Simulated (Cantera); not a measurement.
Charge: 1 mol S, 0.78 mol H₂, equilibrated at 0.00170 bar.

Cantera equilibrium calculation (NASA polynomials, part measured and part estimated; ideal gas, pure solids and liquids). Candidate condensed phases: S; 7 gas species. Gases not in the tables: S₃ to S₇. Kinetics and transport are ignored.

Q: At 823 K, list the 3 most abundant gas species with their mole fractions, and the condensed phases.

A: H₂S 0.821, S₂ 0.140, H₂ 0.0386. Condensed: gas only.
